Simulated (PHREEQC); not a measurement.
Make-up at 25 °C: 27 mmol/kgw NaH2PO4 and 16 mmol/kgw Na2SO4. Closed to the air; pH follows from the charge balance.

All values are PHREEQC results (ion-association model, phreeqc.dat), not measurements.

```json
{
  "pH": "4.59",
  "ionic_strength": "0.0717 mol/kgw",
  "specific_conductance": "4880 µS/cm",
  "density": "1.001 g/cm³"
}
```

| species | molality | activity | log γ |
|---|---|---|---|
| Na+ | 0.0573 | 0.0461 | -0.095 |
| H2PO4- | 0.0268 | 0.0216 | -0.093 |
| SO4-2 | 0.0143 | 0.00592 | -0.382 |
| NaSO4- | 0.00169 | 0.00137 | -0.093 |
| HPO4-2 | 0.000125 | 5.20e-5 | -0.379 |
| H3PO4 | 8.10e-5 | 8.23e-5 | 0.007 |
| H+ | 3.08e-5 | 2.58e-5 | -0.076 |
| HSO4- | 1.86e-5 | 1.49e-5 | -0.097 |
| NaHPO4- | 5.78e-6 | 4.67e-6 | -0.093 |

No solid was allowed to form. Complexes and solids missing from the database can't appear.
